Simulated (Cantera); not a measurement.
A closed system holds: 1 mol PbO, 0.64 mol H₂, 0.66 mol O₂, at 1600 K and 0.133 bar.

Method: chemical equilibrium by Gibbs-energy minimisation in Cantera with the NASA 1993 tables (ideal gas, pure condensed phases). Candidate condensed phases: H₂O, Pb, PbO, PbO₂, Pb₃O₄; 12 gas species. Gases not in the tables: (PbO)n polymers. Equilibrium is a limit: real reactors are often held back by kinetics, nucleation or transport.

Base state: H₂O 0.501, O₂ 0.271, PbO 0.217, Pb 0.0106, OH 0.000698, O 2.07e-5, H₂ 1.75e-5 (mole fractions); condensed: PbO(l).

### Question
What changes in the equilibrium state with this change: pressure from 0.133 bar to 4.10 mbar?

### Answer
```csv
species,before,after
PbO,0.217,0.363
H₂O,0.501,0.304
O₂,0.271,0.218
Pb,0.0106,0.113
O,2.07e-5,0.000106
H₂,1.75e-5,6.74e-5
OH,0.000698,0.00123
"PbO(l), mol",0.709,0
```
